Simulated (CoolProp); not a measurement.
Vapour-liquid equilibrium of n-perfluorobutane (1) + R365MFC (2) at 70.55 °C; x and y are mole fractions of (1).

Computed with CoolProp (multi-fluid Helmholtz-energy mixture model, Gao 2022 and Lemmon 2016; pair parameters Bell 2016).

### Question
Give the bubble pressure and the first vapour's composition at x = 0.125, 0.5, 0.875. Is there an azeotrope?

### Answer
x = 0.125: 0.5087 MPa, y = 0.488; x = 0.5: 0.7769 MPa, y = 0.724; x = 0.875: 0.9072 MPa, y = 0.901. No azeotrope shows between x = 0.05 and 0.95.

The pair parameters rest on a limited set of measurements; away from them the model extrapolates.
